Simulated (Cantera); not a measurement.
## Thermodynamics of oxide etching and cleaning by halides, feed MgO + F₂ + O₂

A closed system holds: 1 mol MgO, 8.2 mol F₂, 4.3 mol O₂, equilibrated at 7.70 Pa.

Method: chemical equilibrium by Gibbs-energy minimisation in Cantera with the NASA 1993 tables (ideal gas, pure condensed phases). Candidate condensed phases: Mg, MgF₂, MgO; 14 gas species. The numbers say what is thermodynamically allowed, not how fast it happens.

```csv
T (°C),log p F,log p O₂,log p MgF₂,log p O,log p F₂,log p Mg₂F₄,log p FO,log p MgF,n MgF₂(s)
1000,-4.24,-4.72,-6.58,-9.33,-8.32,-10.95,-10.29,<-16,0.934
1050,-4.24,-4.72,-6.00,-8.94,-8.58,-10.17,-10.26,<-16,0.745
1100,-4.26,-4.74,-5.46,-8.58,-8.85,-9.45,-10.24,<-16,0.0882
1150,-4.26,-4.74,-5.42,-8.24,-9.08,-9.70,-10.21,-15.45,0
1200,-4.26,-4.74,-5.42,-7.92,-9.29,-10.01,-10.18,-14.74,0
1250,-4.26,-4.74,-5.42,-7.63,-9.48,-10.30,-10.15,-14.07,0
1300,-4.26,-4.74,-5.42,-7.35,-9.66,-10.56,-10.12,-13.45,0
1350,-4.26,-4.74,-5.42,-7.09,-9.83,-10.81,-10.09,-12.86,0
1400,-4.26,-4.74,-5.42,-6.85,-10.00,-11.05,-10.07,-12.31,0
1450,-4.26,-4.74,-5.42,-6.62,-10.15,-11.27,-10.05,-11.79,0
```
log p: log10 of the partial pressure in bar; n: condensed amount in mol.

From 1000 °C to 1100 °C the condensed part is MgF₂(s). From 1150 °C to 1450 °C nothing is condensed. The main Mg-bearing gas is MgF₂ throughout.
